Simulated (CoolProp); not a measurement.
Vapour-liquid equilibrium of n-hexane (1) + toluene (2) at 428.2 K; x and y are mole fractions of (1).

Computed with CoolProp (multi-fluid Helmholtz-energy mixture model, Thol 2019 and Lemmon 2006; pair parameters Bell 2016).

```tsv
x	bubble pressure, mixture model (MPa)	bubble pressure, Raoult's law (MPa)	y, mixture model	y, Raoult's law
0.05	0.3450	0.3344	___	0.124
0.125	0.3957	0.3736	0.295	0.278
0.2	0.4420	0.4127	0.410	0.402
0.275	0.4849	0.4519	0.499	0.505
0.35	0.5250	0.4910	0.574	0.592
0.425	0.5631	0.5302	0.637	0.666
0.5	___	0.5694	0.694	0.729
0.575	0.6352	0.6085	0.746	0.785
0.65	0.6699	0.6477	0.794	0.833
0.725	___	0.6868	0.840	0.877
0.8	0.7385	0.7260	0.884	0.915
0.875	0.7728	0.7651	0.928	0.950
0.95	0.8073	0.8043	0.971	0.981
```

**Question.** Complete the blanks.

**Answer.** 
- 0.05, y, mixture model: 0.140
- 0.5, bubble pressure, mixture model (MPa): 0.5997
- 0.725, bubble pressure, mixture model (MPa): 0.7043

The largest gap from Raoult's law is +7.3 % in bubble pressure, at x = 0.275. No azeotrope shows between x = 0.05 and 0.95.

Pair parameters are fitted to limited data, so mixtures are less certain than the pure fluids.
